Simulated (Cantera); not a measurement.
Cantera run:

```python
import numpy as np
import cantera as ct

gas_names = """
    Fe FeO Fe(OH)2 H HO2 H2 H2O H2O2 H2S H2SO4 O OH O2 O3 S SH SO SO2 SO3 S2 S2O S8
""".split()
cond_names = """
    Fe(a) Fe(c) Fe(d) Fe(L) FeO(s) FeO(L) Fe(OH)2(s) Fe(OH)3(s) FeS(a) FeS(b) FeS(c) FeS(L) FeSO4(s)
    FeS2(s) Fe2O3(s) Fe2S3O12(s) Fe3O4(s) H2O(s) H2O(L) H2SO4(L) S(cr1) S(cr2) S(L)
""".split()


# ... load() reads the species with a 1 bar reference pressure and builds the phases ...
atoms = {
    'FeS2': {'Fe': 1, 'S': 2},
    'SO3': {'S': 1, 'O': 3},
    'H2O': {'H': 2, 'O': 1},
}
top_T = {'FeSO4(s)': 950, 'FeS2(s)': 1010, 'Fe2O3(s)': 1830, 'Fe2S3O12(s)': 1100, 'Fe3O4(s)': 1870}  # K; cautious upper limits of use, not melting points


# ... equilibrate(T, P, feed) seeds the gas with the atoms and calls Mixture.equilibrate('TP', solver="vcs", rtol=1e-11, max_steps=5000) ...
results = []
T = 850  # K
P = 1000  # Pa
for m in [0.071, 0.1, 0.15, 0.23, 0.33, 0.49, 0.72, 1.1, 1.6, 2.3, 3.4]:
    feed = {'FeS2': 1, 'SO3': 3.5, 'H2O': m}  # mol
    mix = equilibrate(T, P, feed)
    results.append((T, P, feed, dict(zip(mix.species_names, mix.species_moles))))
    x = sorted(zip(gas.X, gas.species_names), reverse=True)
    print(f"T = {T:g} K  P = {P:g} Pa  n(H2O) = {m:g} mol  gas = {mix.phase_moles(0):.4g} mol")
    print("   x: " + "  ".join(f"{s} {v:.3e}" for v, s in x if v > 1e-06))
    print("   condensed (mol): " + ("  ".join(f"{mix.phase(i).name} {mix.phase_moles(i):.4g}"
          for i in range(1, mix.n_phases) if mix.phase_moles(i) > 1e-12) or "none"))
```

It prints:

```
T = 850 K  P = 1000 Pa  n(H2O) = 0.071 mol  gas = 5.047 mol
   x: SO2 9.586e-01  S2 2.610e-02  H2O 1.386e-02  S2O 1.272e-03  H2S 1.941e-04  H2 1.321e-05  SO 6.204e-06
   condensed (mol): FeS(c) 0.3853  Fe3O4(s) 0.2049
T = 850 K  P = 1000 Pa  n(H2O) = 0.1 mol  gas = 5.076 mol
   x: SO2 9.531e-01  S2 2.598e-02  H2O 1.941e-02  S2O 1.264e-03  H2S 2.717e-04  H2 1.853e-05  SO 6.180e-06
   condensed (mol): FeS(c) 0.3847  Fe3O4(s) 0.2051
T = 850 K  P = 1000 Pa  n(H2O) = 0.15 mol  gas = 5.126 mol
   x: SO2 9.437e-01  H2O 2.883e-02  S2 2.577e-02  S2O 1.251e-03  H2S 4.032e-04  H2 2.760e-05  SO 6.137e-06
   condensed (mol): FeS(c) 0.3838  Fe3O4(s) 0.2054
T = 850 K  P = 1000 Pa  n(H2O) = 0.23 mol  gas = 5.206 mol
   x: SO2 9.291e-01  H2O 4.353e-02  S2 2.545e-02  S2O 1.230e-03  H2S 6.078e-04  H2 4.187e-05  SO 6.071e-06
   condensed (mol): FeS(c) 0.3823  Fe3O4(s) 0.2059
T = 850 K  P = 1000 Pa  n(H2O) = 0.33 mol  gas = 5.306 mol
   x: SO2 9.115e-01  H2O 6.128e-02  S2 2.507e-02  S2O 1.204e-03  H2S 8.539e-04  H2 5.929e-05  SO 5.990e-06
   condensed (mol): FeS(c) 0.3805  Fe3O4(s) 0.2065
T = 850 K  P = 1000 Pa  n(H2O) = 0.49 mol  gas = 5.466 mol
   x: SO2 8.847e-01  H2O 8.834e-02  S2 2.447e-02  H2S 1.227e-03  S2O 1.165e-03  H2 8.622e-05  SO 5.866e-06
   condensed (mol): FeS(c) 0.3776  Fe3O4(s) 0.2075
T = 850 K  P = 1000 Pa  n(H2O) = 0.72 mol  gas = 5.696 mol
   x: SO2 8.488e-01  H2O 1.246e-01  S2 2.368e-02  H2S 1.723e-03  S2O 1.113e-03  H2 1.231e-04  SO 5.698e-06
   condensed (mol): FeS(c) 0.3734  Fe3O4(s) 0.2089
T = 850 K  P = 1000 Pa  n(H2O) = 1.1 mol  gas = 6.076 mol
   x: SO2 7.954e-01  H2O 1.784e-01  S2 2.248e-02  H2S 2.452e-03  S2O 1.036e-03  H2 1.798e-04  SO 5.445e-06
   condensed (mol): FeS(c) 0.3667  Fe3O4(s) 0.2111
T = 850 K  P = 1000 Pa  n(H2O) = 1.6 mol  gas = 6.575 mol
   x: SO2 7.346e-01  H2O 2.398e-01  S2 2.109e-02  H2S 3.270e-03  S2O 9.496e-04  H2 2.475e-04  SO 5.150e-06
   condensed (mol): FeS(c) 0.3581  Fe3O4(s) 0.214
T = 850 K  P = 1000 Pa  n(H2O) = 2.3 mol  gas = 7.275 mol
   x: SO2 6.636e-01  H2O 3.116e-01  S2 1.944e-02  H2S 4.206e-03  S2O 8.491e-04  H2 3.316e-04  SO 4.796e-06
   condensed (mol): FeS(c) 0.3464  Fe3O4(s) 0.2179
T = 850 K  P = 1000 Pa  n(H2O) = 3.4 mol  gas = 8.375 mol
   x: SO2 5.759e-01  H2O 4.002e-01  S2 1.736e-02  H2S 5.326e-03  S2O 7.266e-04  H2 4.443e-04  SO 4.343e-06
   condensed (mol): FeS(c) 0.3288  Fe3O4(s) 0.2237
```

Method: chemical equilibrium by Gibbs-energy minimisation in Cantera with the NASA 1993 tables (ideal gas, pure condensed phases). FeS: taken at fixed stoichiometry. Gases not in the tables: S3 to S7.
